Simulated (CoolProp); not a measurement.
Vapour-liquid equilibrium of C3F8 (R218) (1) + R134a (2) at 0.0407 MPa; x and y are mole fractions of (1).

The numbers come from the multi-fluid Helmholtz-energy mixture model, Lemmon 2006 and Tillner-Roth 1994; pair parameters Bell 2016 in CoolProp.

| x | bubble temperature (K) | y at the bubble point | dew temperature at overall composition x (K) | liquid density (mol/L) |
|---|---|---|---|---|
| 0.05 | 223.1 | 0.307 | 228.0 | 13.76 |
| 0.15 | 217.7 | 0.531 | 226.2 | 13.12 |
| 0.25 | 215.8 | 0.604 | 224.3 | 12.46 |
| 0.35 | 215.1 | 0.633 | 222.2 | 11.84 |
| 0.45 | 214.9 | 0.647 | 219.8 | 11.27 |
| 0.55 | 214.7 | 0.657 | 217.2 | 10.76 |
| 0.65 | 214.7 | 0.672 | 214.8 | 10.30 |
| 0.75 | 214.7 | 0.699 | 215.1 | 9.876 |
| 0.85 | 215.1 | 0.755 | 216.2 | 9.492 |
| 0.95 | 216.5 | 0.879 | 217.4 | 9.126 |

y crosses x between x = 0.65 and 0.75: the model has an azeotrope there.

Pair parameters are fitted to limited data, so mixtures are less certain than the pure fluids.
